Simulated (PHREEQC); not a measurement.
Solution (25 °C): 0.0065 mol/kgw NH4HF2, 0.00023 mol/kgw (NH4)2SiF6, 0.034 mol/kgw H3AsO4 and 0.00053 mol/kgw HCl. Closed to the air; pH follows from the charge balance.

All values are PHREEQC results (ion-association model, wateq4f.dat), not measurements.

No solid was allowed to form.

**Question.** Order these F species by the share of F that they hold, largest first: H2F2, HF2-, SiF6-2, F-, HF.

**Answer.** HF (78 %), SiF6-2 (9.6 %), F- (7.3 %), H2F2 (4.6 %), HF2- (0.63 %)

The pH is 2.09 and the ionic strength 0.0163 mol/kgw. SiF6-2 is the database's only silicon fluoride.
